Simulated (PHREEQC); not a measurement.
## Brine

Dissolve 2 mol H2SO4, 2.2 mol KCl and 0.18 mol MgCl2 per kg of water at 25 °C. Closed to the air; pH follows from the charge balance.

Model: Pitzer model, pitzer.dat, run in PHREEQC.

```json
{
 "pH": "-0.97",
 "ionic_strength": "5.00 mol/kgw",
 "activity_of_water": "0.814",
 "density": "1.189 g/cm³",
 "osmotic_coefficient": "1.256",
 "total_alkalinity": "-4000 meq/kg"
}
```

```json
[
 {"species": "Cl-", "molality": "2.56", "activity": "1.52", "log γ": "-0.227"},
 {"species": "K+", "molality": "2.20", "activity": "1.69", "log γ": "-0.113"},
 {"species": "H+", "molality": "2.13", "activity": "9.30", "log γ": "0.640"},
 {"species": "HSO4-", "molality": "1.87", "activity": "1.06", "log γ": "-0.246"},
 {"species": "Mg+2", "molality": "0.180", "activity": "0.649", "log γ": "0.557"},
 {"species": "SO4-2", "molality": "0.131", "activity": "0.00120", "log γ": "-2.041"}
]
```

This is a speciation only: nothing precipitates in the calculation. In brines, pH and single-ion activities rest on the MacInnes convention.
